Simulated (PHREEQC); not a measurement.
H2SO4 is added in steps, without added water, to 1 kg of water holding 0.16 mol/kgw HF, 0.026 mol/kgw (CH3)4NF, 0.00094 mol/kgw (NH4)2SiF6 and 0.00025 mol/kgw HCl, at 25 °C. Oxygen is held at 0.21 atm. No CO2 enters from the air. Solids allowed: SiO2(a). Others were left out.

Base run: PHREEQC, ion-association model, phreeqc.dat. Each further column changes one thing. The table gives HF2- (mol/kgw).

| H2SO4 added (mol) | base | metal-ligand complexes left out | database wateq4f.dat | Debye-Hückel limiting law | Davies equation for every ion |
|---|---|---|---|---|---|
| 0 | 0.0114 | 0.0114 | 0.00820 | 0.0115 | 0.0115 |
| 0.0042 | 0.00977 | 0.00977 | 0.00671 | 0.00998 | 0.00988 |
| 0.0063 | 0.00904 | 0.00904 | 0.00602 | 0.00927 | 0.00915 |
| 0.0105 | 0.00772 | 0.00772 | 0.00479 | 0.00799 | 0.00783 |
| 0.0126 | 0.00714 | 0.00714 | 0.00428 | 0.00742 | 0.00725 |
| 0.0168 | 0.00614 | 0.00614 | 0.00343 | 0.00645 | 0.00625 |
| 0.0189 | 0.00571 | 0.00571 | 0.00309 | 0.00604 | 0.00583 |
| 0.0231 | 0.00499 | 0.00499 | 0.00256 | 0.00533 | 0.00510 |
| 0.0252 | 0.00468 | 0.00468 | 0.00234 | 0.00503 | 0.00480 |
| 0.0294 | 0.00416 | 0.00416 | 0.00201 | 0.00453 | 0.00427 |
| 0.0315 | 0.00394 | 0.00394 | 0.00187 | 0.00431 | 0.00405 |
| 0.0357 | 0.00355 | 0.00355 | 0.00164 | 0.00394 | 0.00366 |
| 0.0378 | 0.00338 | 0.00338 | 0.00155 | 0.00377 | 0.00350 |
| 0.042 | 0.00309 | 0.00309 | 0.00139 | 0.00349 | 0.00320 |

(CH3)4N+ isn't in the database: it is added as a free cation with an ion size of 4 Å. SiF6-2 is the database's only silicon fluoride. wateq4f.dat counts part of the HF as a dimer, H2F2, which phreeqc.dat doesn't know; its constant is uncertain. phreeqc.dat and wateq4f.dat share most of their constants, so their agreement is no independent check.
